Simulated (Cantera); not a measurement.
An adiabatic, constant-volume homogeneous reactor starts with CH4 : CO : O2 : N2 : CO2 = 1 : 0.6 : 1.28 : 4.8 : 0.018 (molar parts), equivalence ratio 1.8, at 1350 K and 1.00 bar.

Model: GRI-Mech 3.0 (53 species, 325 reactions), integrated in Cantera.

x: mole fraction; the columns are a selection and need not sum to one.

```csv
t (s),T (K),P (bar),x CH4,x CO,x O2,x C2H,x O,x H2O
5.00e-6,1350,1.00,0.130,0.0779,0.166,<1e-12,2.45e-9,2.74e-8
1.28e-5,1350,1.000,0.130,0.0779,0.166,<1e-12,2.53e-9,8.93e-8
3.27e-5,1350,1.000,0.130,0.0779,0.166,<1e-12,(withheld),3.16e-7
8.36e-5,1350,1.000,0.130,0.0779,0.166,<1e-12,(withheld),1.30e-6
0.000214,1350,1.00,0.130,0.0779,0.166,<1e-12,(withheld),5.88e-6
0.000547,1350,1.00,0.130,0.0779,0.166,<1e-12,(withheld),3.00e-5
0.00140,1351,1.00,0.130,0.0779,0.166,<1e-12,(withheld),0.000155
0.00358,1356,1.00,0.129,0.0779,0.166,<1e-12,(withheld),0.000747
0.00914,1436,1.07,0.117,0.0797,0.157,4.40e-12,(withheld),0.0103
0.0234,2795,2.29,3.83e-12,0.154,0.000535,<1e-12,0.000817,0.138
0.0598,2795,2.29,3.83e-12,0.154,0.000535,<1e-12,0.000817,0.138
0.153,2795,2.29,3.83e-12,0.154,0.000535,<1e-12,0.000817,0.138
0.391,2795,2.29,3.83e-12,0.154,0.000535,<1e-12,0.000817,0.138
1.00,2795,2.29,3.83e-12,0.154,0.000535,<1e-12,0.000817,0.138
```

Q: Some entries are withheld; supply them.

A: 
- 3.27e-5, x O: 2.77e-9
- 8.36e-5, x O: 3.49e-9
- 0.000214, x O: 5.71e-9
- 0.000547, x O: 1.18e-8
- 0.00140, x O: 2.02e-8
- 0.00358, x O: 3.42e-8
- 0.00914, x O: 4.95e-7
